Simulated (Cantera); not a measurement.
Charge: 1 mol Si3N4, 0.61 mol O2, 3.3 mol H2, at 3.10 Pa.

Method: chemical equilibrium by Gibbs-energy minimisation in Cantera with the NASA 1993 tables (ideal gas, pure condensed phases). Candidate condensed phases: H2O, Si, SiO2, Si2N2O, Si3N4; 35 gas species. Mutual solubility and eutectic melting of coexisting phases are not modelled. Gases not in the tables: Si2H6 and higher silanes. Equilibrium is a limit: real reactors are often held back by kinetics, nucleation or transport.

Q: Which condensed phases are stable at each of these points (T (K)): 1200, 1275, 1350, 1425, 1500, 1575, 1650, 1725, 1800, 1875, 1950, 2025, 2100, 2175?

A: 
```tsv
T (K)	condensed phases	Si condensed (%)
1200	Si2N2O(s) + Si3N4(s)	100.0
1275	Si2N2O(s) + Si3N4(s)	100.0
1350	Si2N2O(s) + Si3N4(s)	100.0
1425	Si(s) + Si2N2O(s)	99.1
1500	Si(s) + Si2N2O(s)	70.6
1575	Si(s)	58.9
1650	Si(s)	57.4
1725	Si(l)	51.7
1800	Si(l)	33.2
1875	gas only	0.0
1950	gas only	0.0
2025	gas only	0.0
2100	gas only	0.0
2175	gas only	0.0
```

From 1200 K to 1350 K the condensed part is Si2N2O(s) + Si3N4(s). From 1425 K to 1500 K the condensed part is Si(s) + Si2N2O(s). From 1575 K to 1650 K the condensed part is Si(s). From 1725 K to 1800 K the condensed part is Si(l). From 1875 K to 2175 K nothing is condensed.
